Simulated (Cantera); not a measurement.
A closed system holds: 1 mol C3H8, 0.03 mol O2, 7.4 mol H2, 0.026 mol H2O, held at 0.100 bar.

Equilibrium computed with Cantera from the NASA thermochemical tables; the gas is ideal and each condensed phase is pure. Candidate condensed phases: C, C6H6, C7H8, C8H18, H2O; 110 gas species. The numbers say what is thermodynamically allowed, not how fast it happens.

Task: What share of the C ends up in condensed phases as a function of T (°C), at 352, 502, 652, 802, 952, 1102, 1252, 1402, 1552, 1702, 1852, 2002, 2152, 2302?

Result: 
| T (°C) | C condensed (%) | as |
|---|---|---|
| 352 | 0.0 | - |
| 502 | 50.7 | C(graphite) |
| 652 | 89.5 | C(graphite) |
| 802 | 95.5 | C(graphite) |
| 952 | 96.6 | C(graphite) |
| 1102 | 96.9 | C(graphite) |
| 1252 | 97.0 | C(graphite) |
| 1402 | 97.0 | C(graphite) |
| 1552 | 96.9 | C(graphite) |
| 1702 | 96.6 | C(graphite) |
| 1852 | 95.8 | C(graphite) |
| 2002 | 94.3 | C(graphite) |
| 2152 | 91.3 | C(graphite) |
| 2302 | 86.4 | C(graphite) |
